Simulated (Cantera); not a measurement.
# Catalytic combustion on Pt

An isothermal plug-flow reactor at 850 K and 0.207 atm (inlet), inlet velocity 0.61 m/s, active area per volume 500 1/m; feed CH4 : O2 : N2 : H2O = 0.0043 : 0.15 : 0.79 : 0.018 (molar parts), equivalence ratio 0.057.

Model: Deutschmann's 1995 Pt surface mechanism with GRI-Mech 3.0 gas chemistry, integrated in Cantera. Catalytic surfaces can have several steady states; this one follows from the mechanism file's or the stated starting coverage. Mass transfer to the wall is taken as infinitely fast.

```
z (m)      x CH4   x O2   x H2O     x CO2     x CO  θ free Pt   θ O*    θ OH*
-------  -------  -----  ------  --------  -------  ---------  -----  -------
0.0001   0.00446  0.156  0.0187   4.20e-6  2.25e-7     0.0958  0.903  0.00153
0.00022  0.00446  0.156  0.0187   9.29e-6  4.31e-7     0.0958  0.903  0.00153
0.00048  0.00445  0.156  0.0187   2.05e-5  7.14e-7     0.0958  0.903  0.00153
0.001    0.00442  0.156  0.0188   4.31e-5  9.40e-7     0.0958  0.903  0.00153
0.0022   0.00437  0.156  0.0189   9.53e-5  1.01e-6     0.0958  0.903  0.00154
0.0048   0.00426  0.155  0.0191  0.000207  9.92e-7     0.0959  0.903  0.00155
0.01     0.00405  0.155  0.0195  0.000421  9.42e-7     0.0959  0.903  0.00157
```
x: gas mole fraction; θ: surface coverage.
